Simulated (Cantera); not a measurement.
Feed: 1 mol Si, 1.2 mol HBr, 8.5 mol H2, held at 68.0 mbar.

Equilibrium computed with Cantera from the NASA thermochemical tables; the gas is ideal and each condensed phase is pure. Candidate condensed phases: Br2, Si; 19 gas species. The tables' values for SiBr3 are old estimates; treat these amounts as uncertain. The numbers say what is thermodynamically allowed, not how fast it happens. All values below are at 1173 K.

Base state: H2 0.911, HBr 0.0699, SiBr2 0.00841, SiBr4 0.00775, SiHBr3 0.00141, SiBr3 0.000908, SiH2Br2 0.000122, Br 1.61e-5 (mole fractions); condensed: Si(s).

Problem. What changes in the equilibrium state with this change: pressure from 68.0 mbar to 5.40 mbar?

Solution. 
```json
[
 {"species": "H2", "before": "0.911", "after": "0.896"},
 {"species": "HBr", "before": "0.0699", "after": "0.0880"},
 {"species": "SiBr2", "before": "0.00841", "after": "0.0136"},
 {"species": "SiBr4", "before": "0.00775", "after": "0.00160"},
 {"species": "SiH2Br2", "before": "0.000122", "after": "1.54e-5"},
 {"species": "SiHBr3", "before": "0.00141", "after": "0.000228"},
 {"species": "Si(s), mol", "before": "0.821", "after": "0.846"}
]
```
